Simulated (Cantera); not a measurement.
Feed: 1 mol n-butane, 0.63 mol NH3, 1.3 mol H2, 0.35 mol O2, at 2223 K and 0.00133 bar.

Cantera equilibrium calculation (NASA polynomials, part measured and part estimated; ideal gas, pure solids and liquids). Rates play no part.

```tsv
species	before	after
H2	0.731	0.852
CO	0.0784	0.0858
N2	0.0325	0.0356
H	0.150	0.000630
CH4	1.79e-7	0.0160
C2H4	4.55e-9	0.000408
NH3	2.17e-9	0.000188
H2O	4.05e-9	0.000341
CH3CN	<1e-9	4.42e-5
CH3	6.99e-7	0.000226
CN	3.81e-5	1.55e-7
C(graphite), mol	3.21	3.07
```
Gas species are given as mole fractions.

Question: Name the change that produced these shifts.
A. n-butane replaced by acetone
B. pressure from 0.00133 bar to 88.0 bar
C. temperature from 2223 K to 1675 K
D. NH3 from 0.63 to 0.11 mol

Answer: B, pressure from 0.00133 bar to 88.0 bar. The ideal-gas law is rough above about 30 bar
